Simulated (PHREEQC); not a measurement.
0.17 g of hydrous ferric oxide (600 m²/g; 0.2 weak and 0.005 strong sites per Fe, Dzombak-Morel constants, diffuse double layer) in 1 kg of water with 0.3 mol/kgw of an inert sodium salt and 1.1e-06 mol CaCl2, at 25 °C; the pH is set by adding NaOH or the inert anion's acid. Oxygen is held at 0.21 atm. No CO2 enters from the air. Precipitation was switched off in this run.

Base run: PHREEQC, ion-association model, wateq4f.dat. Each further column changes one thing. The table gives Ca sorbed (%).

```json
[
 {"pH": "3", "base": "0.0", "background salt from 0.3 to 0.03 mol/kgw": "0.0", "oxide from 0.17 to 0.85 g/kgw": "0.0", "7.8e-05 mol/kgw H3BO3 added": "0.0"},
 {"pH": "4", "base": "0.0", "background salt from 0.3 to 0.03 mol/kgw": "0.0", "oxide from 0.17 to 0.85 g/kgw": "0.0", "7.8e-05 mol/kgw H3BO3 added": "0.0"},
 {"pH": "5", "base": "0.0", "background salt from 0.3 to 0.03 mol/kgw": "0.0", "oxide from 0.17 to 0.85 g/kgw": "0.0", "7.8e-05 mol/kgw H3BO3 added": "0.0"},
 {"pH": "6", "base": "0.0", "background salt from 0.3 to 0.03 mol/kgw": "0.0", "oxide from 0.17 to 0.85 g/kgw": "0.1", "7.8e-05 mol/kgw H3BO3 added": "0.0"},
 {"pH": "7", "base": "0.5", "background salt from 0.3 to 0.03 mol/kgw": "(withheld)", "oxide from 0.17 to 0.85 g/kgw": "(withheld)", "7.8e-05 mol/kgw H3BO3 added": "0.5"},
 {"pH": "8", "base": "12.6", "background salt from 0.3 to 0.03 mol/kgw": "(withheld)", "oxide from 0.17 to 0.85 g/kgw": "(withheld)", "7.8e-05 mol/kgw H3BO3 added": "12.6"},
 {"pH": "9", "base": "78.6", "background salt from 0.3 to 0.03 mol/kgw": "(withheld)", "oxide from 0.17 to 0.85 g/kgw": "(withheld)", "7.8e-05 mol/kgw H3BO3 added": "78.6"},
 {"pH": "10", "base": "98.5", "background salt from 0.3 to 0.03 mol/kgw": "99.8", "oxide from 0.17 to 0.85 g/kgw": "99.7", "7.8e-05 mol/kgw H3BO3 added": "98.5"},
 {"pH": "11", "base": "99.8", "background salt from 0.3 to 0.03 mol/kgw": "100.0", "oxide from 0.17 to 0.85 g/kgw": "100.0", "7.8e-05 mol/kgw H3BO3 added": "99.8"}
]
```

**Question.** Fill in the missing entries.

**Answer.** 
- 7, background salt from 0.3 to 0.03 mol/kgw: 0.4
- 7, oxide from 0.17 to 0.85 g/kgw: 2.5
- 8, background salt from 0.3 to 0.03 mol/kgw: 19.6
- 8, oxide from 0.17 to 0.85 g/kgw: 42.0
- 9, background salt from 0.3 to 0.03 mol/kgw: 92.9
- 9, oxide from 0.17 to 0.85 g/kgw: 95.2

The oxide is taken as insoluble; below pH 4 it would dissolve.
